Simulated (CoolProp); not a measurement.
Vapour-liquid equilibrium of methanol (1) + toluene (2) at 89.35 °C; x and y are mole fractions of (1).

The numbers come from the multi-fluid Helmholtz-energy mixture model, de Reuck 1993 and Lemmon 2006; pair parameters Bell 2016 in CoolProp.

**Question.** Give the bubble pressure and the first vapour's composition at x = 0.05, 0.2, 0.35. Is there an azeotrope?

**Answer.** x = 0.05: 1.177 bar, y = 0.550; x = 0.2: 1.999 bar, y = 0.746; x = 0.35: 2.194 bar, y = 0.776. No azeotrope shows between x = 0.05 and 0.95.

The pair parameters rest on a limited set of measurements; away from them the model extrapolates. With so large a gap from Raoult's law the liquid may split in two, which this calculation doesn't test in full.
